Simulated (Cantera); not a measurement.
Charge: 1 mol Ti, 270 mol H₂, 0.32 mol C₃H₈, held at 44.0 Pa.

Equilibrium computed with Cantera from the NASA thermochemical tables; the gas is ideal and each condensed phase is pure. Candidate condensed phases: C, C₆H₆, C₇H₈, C₈H₁₈, Ti, TiC; 77 gas species. Mutual solubility and eutectic melting of coexisting phases are not modelled. TiC: taken at fixed stoichiometry. Condensed phases not in the tables: N, O or C dissolved in the metal. Kinetics and transport are ignored.

### Question
What share of the Ti ends up in condensed phases as a function of T (°C), at 800, 950, 1100, 1250, 1400, 1550, 1700?

### Answer
```json
[
 {"T (°C)": "800", "Ti condensed (%)": "100.0", "as": "Ti(α) + TiC(s)"},
 {"T (°C)": "950", "Ti condensed (%)": "100.0", "as": "Ti(β) + TiC(s)"},
 {"T (°C)": "1100", "Ti condensed (%)": "100.0", "as": "Ti(β) + TiC(s)"},
 {"T (°C)": "1250", "Ti condensed (%)": "99.9", "as": "Ti(β) + TiC(s)"},
 {"T (°C)": "1400", "Ti condensed (%)": "97.0", "as": "Ti(β) + TiC(s)"},
 {"T (°C)": "1550", "Ti condensed (%)": "96.0", "as": "TiC(s)"},
 {"T (°C)": "1700", "Ti condensed (%)": "96.0", "as": "TiC(s)"}
]
```
